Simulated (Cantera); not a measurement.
Charge: 1 mol Ta, 11 mol H2O, 260 mol H2, equilibrated at 1798 K and 113 Torr.

Cantera equilibrium calculation (NASA polynomials, part measured and part estimated; ideal gas, pure solids and liquids). Candidate condensed phases: H2O, Ta, Ta2O5; 12 gas species. The numbers say what is thermodynamically allowed, not how fast it happens.

Base state: H2 0.968, H2O 0.0313, H 0.000894 (mole fractions); condensed: Ta2O5(s).

**Question.** What changes in the equilibrium state with this change: temperature from 1798 K to 2523.15 K?

**Answer.** 
| species | before | after |
|---|---|---|
| H2 | 0.968 | 0.898 |
| H | 0.000894 | 0.0680 |
| H2O | 0.0313 | 0.0311 |
| TaO2 | 2.00e-8 | 0.00244 |
| TaO | <1e-9 | 0.000147 |
| O | 1.36e-9 | 2.49e-5 |
| OH | 1.90e-6 | 0.000502 |
| Ta2O5(s), mol | 0.500 | 0 |
| Ta2O5(l), mol | 0 | 0.136 |
